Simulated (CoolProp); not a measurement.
Model: reference Helmholtz-energy equation of state, Lemmon 2016, in CoolProp.

Task: Give the vapour pressure (MPa), liquid cp (kJ/(kg K)), vapour viscosity (µPa s), liquid conductivity (mW/(m K)) of saturated R227EA at 296.8, 306.7 K.

Result: 
| T (K) | p (MPa) | liquid cp (kJ/(kg K)) | vapour viscosity (µPa s) | liquid conductivity (mW/(m K)) |
|---|---|---|---|---|
| 296.8 | 0.436 | 1.18 | 11.5 | 60.0 |
| 306.7 | 0.586 | 1.21 | 11.9 | 57.4 |

Viscosity comes from a separate model (Huber 2003), an estimate that may be off by 10 % or more. Thermal conductivity comes from a separate model (Huber 2003), an estimate that may be off by 10 % or more.
